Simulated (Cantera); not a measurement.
Feed: 1 mol CH2F2, 1.2 mol H2, at 1198 K and 1.00 bar.

Equilibrium computed with Cantera from the NASA thermochemical tables; the gas is ideal and each condensed phase is pure. Candidate condensed phases: C, C6H6, C7H8, C8H18; 95 gas species. The numbers say what is thermodynamically allowed, not how fast it happens.

Base state: HF 0.626, H2 0.371, CH4 0.00221 (mole fractions); condensed: C(graphite).

**Question.** What changes in the equilibrium state with this change: temperature from 1198 K to 1375 K?

**Answer.** 
| species | before | after |
|---|---|---|
| HF | 0.626 | 0.625 |
| H2 | 0.371 | 0.374 |
| CH4 | 0.00221 | 0.000696 |
| C(graphite), mol | 0.993 | 0.998 |
